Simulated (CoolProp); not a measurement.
Properties of carbonyl sulfide along the isobar 20.3 bar.

Model: reference Helmholtz-energy equation of state, Lemmon 2006, in CoolProp. It is a short technical equation, of lower accuracy than the large ones.

```csv
T (K),phase,cp (kJ/(kg K)),speed of sound (m/s),isothermal compressibility (1/MPa),expansivity (1/kK)
141.6,liquid,1.221,1422,0.0005549,1.465
169.3,liquid,1.171,1293,0.0007265,1.524
197.1,liquid,1.162,1164,0.0009687,1.636
224.8,liquid,1.179,1035,0.001328,…
252.5,liquid,1.220,905.7,0.001904,2.084
280.2,liquid,1.289,771.9,0.002944,2.533
307.9,liquid,1.414,628.0,…,3.396
335.6,gas,0.9588,210.5,0.6277,5.604
363.3,gas,0.8896,226.5,…,4.313
391,gas,0.8634,239.9,0.5550,3.597
418.8,gas,0.8532,251.7,…,3.125
446.5,gas,0.8507,262.4,…,2.785
```

Problem. Complete the blanks.

Solution. 
- 224.8, expansivity (1/kK): 1.811
- 307.9, isothermal compressibility (1/MPa): 0.005240
- 363.3, isothermal compressibility (1/MPa): 0.5802
- 418.8, isothermal compressibility (1/MPa): 0.5393
- 446.5, isothermal compressibility (1/MPa): 0.5287
